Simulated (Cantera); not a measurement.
Hydrocarbon pyrolysis for carbon deposition

An isothermal, constant-pressure homogeneous reactor starts with 25.0 % CH4, 75.0 % N2, at 1648 K and 0.00642 atm.

Model: GRI-Mech 3.0 (53 species, 325 reactions), integrated in Cantera. GRI-Mech 3.0 stops at C3 and has no aromatics, soot or wall deposition, so with more carbon than oxygen in the feed, carbon stays in small species such as C2H2 where larger ones or solid carbon would form. Radical loss at walls, strong at low pressure, is not modelled.

```tsv
t (s)	x CH4	x C2H2	x C2H4	x C2H6	x CH3
7.00e-5	0.250	<1e-12	<1e-12	<1e-12	1.35e-6
0.000231	0.250	<1e-12	2.06e-11	5.56e-12	4.99e-6
0.000765	0.250	1.13e-12	1.42e-9	2.21e-10	1.71e-5
0.00253	0.250	1.86e-10	6.52e-8	7.48e-9	5.69e-5
0.00837	0.250	2.53e-8	2.52e-6	2.00e-7	0.000188
0.0277	0.249	3.40e-6	8.98e-5	3.56e-6	0.000616
0.0915	0.241	0.000499	0.00259	3.93e-5	0.00188
0.302	0.154	0.0294	0.00854	6.85e-5	0.00242
1.00	0.0583	0.0754	0.000894	1.22e-5	0.00104
```
x: mole fraction; the columns are a selection and need not sum to one.

Equilibrium at this temperature and pressure: CH4 4.85e-5, C2H2 0.0525, C2H4 7.50e-6, C2H6 4.53e-11, CH3 2.00e-6 (gas phase only).
